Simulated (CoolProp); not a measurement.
Vapour-liquid equilibrium of nitrogen (1) + carbon monoxide (2) at 103.9 K; x and y are mole fractions of (1).

Computed with CoolProp (multi-fluid Helmholtz-energy mixture model, Span 2000 and Lemmon 2006; pair parameters Gernert 2013).

```json
[
 {"x": "0.05", "bubble pressure, mixture model (kPa)": "735.0", "bubble pressure, Raoult's law (kPa)": "733.1", "y, mixture model": "0.067", "y, Raoult's law": "0.069"},
 {"x": "0.2", "bubble pressure, mixture model (kPa)": "784.3", "bubble pressure, Raoult's law (kPa)": "776.8", "y, mixture model": "0.253", "y, Raoult's law": "0.260"},
 {"x": "0.35", "bubble pressure, mixture model (kPa)": "832.6", "bubble pressure, Raoult's law (kPa)": "820.5", "y, mixture model": "0.419", "y, Raoult's law": "0.431"},
 {"x": "0.5", "bubble pressure, mixture model (kPa)": "878.7", "bubble pressure, Raoult's law (kPa)": "864.2", "y, mixture model": "0.568", "y, Raoult's law": "0.584"},
 {"x": "0.65", "bubble pressure, mixture model (kPa)": "922.1", "bubble pressure, Raoult's law (kPa)": "907.9", "y, mixture model": "0.704", "y, Raoult's law": "0.723"},
 {"x": "0.8", "bubble pressure, mixture model (kPa)": "962.2", "bubble pressure, Raoult's law (kPa)": "951.6", "y, mixture model": "0.833", "y, Raoult's law": "0.849"},
 {"x": "0.95", "bubble pressure, mixture model (kPa)": "998.7", "bubble pressure, Raoult's law (kPa)": "995.4", "y, mixture model": "0.958", "y, Raoult's law": "0.964"}
]
```

The largest gap from Raoult's law is +1.7 % in bubble pressure, at x = 0.5. No azeotrope shows between x = 0.05 and 0.95.

Pair parameters are fitted to limited data, so mixtures are less certain than the pure fluids.
